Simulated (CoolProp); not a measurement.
CF4 (R14) at 495 K and 0.312 MPa flows at 0.19 m/s in a round tube of 2 mm bore and 1.5 µm roughness, fully developed (64/Re and Nu = 3.66 if laminar; Colebrook and Gnielinski if turbulent). Each further row changes one setting.

Model: reference Helmholtz-energy equation of state, Platzer 1990, in CoolProp. This equation is an older, rougher fit.

```json
[
 {"case": "as stated", "Reynolds number": "(withheld)", "Darcy friction factor": "(withheld)", "pressure drop (Pa/m)": "(withheld)", "heat-transfer coefficient (W/(m² K))": "58.0", "mass flow (kg/h)": "0.0143"},
 {"case": "velocity 0.38 m/s", "Reynolds number": "195", "Darcy friction factor": "0.329", "pressure drop (Pa/m)": "79.2", "heat-transfer coefficient (W/(m² K))": "58.0", "mass flow (kg/h)": "0.0287"},
 {"case": "diameter 4 mm", "Reynolds number": "195", "Darcy friction factor": "0.329", "pressure drop (Pa/m)": "(withheld)", "heat-transfer coefficient (W/(m² K))": "(withheld)", "mass flow (kg/h)": "(withheld)"}
]
```

Q: What belongs in the gaps?

A: 
- as stated, Reynolds number: 97.3
- as stated, Darcy friction factor: 0.658
- as stated, pressure drop (Pa/m): 39.6
- diameter 4 mm, pressure drop (Pa/m): 9.90
- diameter 4 mm, heat-transfer coefficient (W/(m² K)): 29.0
- diameter 4 mm, mass flow (kg/h): 0.0573

Viscosity comes from a separate model (Huber 2003), an estimate that may be off by 10 % or more. Thermal conductivity comes from a separate model (Huber 2003), an estimate that may be off by 10 % or more.
